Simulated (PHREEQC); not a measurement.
Copper plating or etch bath

Consider water at 25 °C with 0.066 mol/kgw CuSO4, 0.00012 mol/kgw HCl and 6.1e-05 mol/kgw H3BO3. Closed to the air; pH follows from the charge balance.

Model: ion-association model, wateq4f.dat, run in PHREEQC.

Precipitation was switched off in this run.

Task: Estimate the pH.

Result: pH 4.29.

Task: In which forms is Cu present?

Result: Cu+2 54 %, CuSO4 46 % of the Cu.

The solution is supersaturated, for example in Antlerite, Brochantite, so a real one may precipitate; this is no full list.
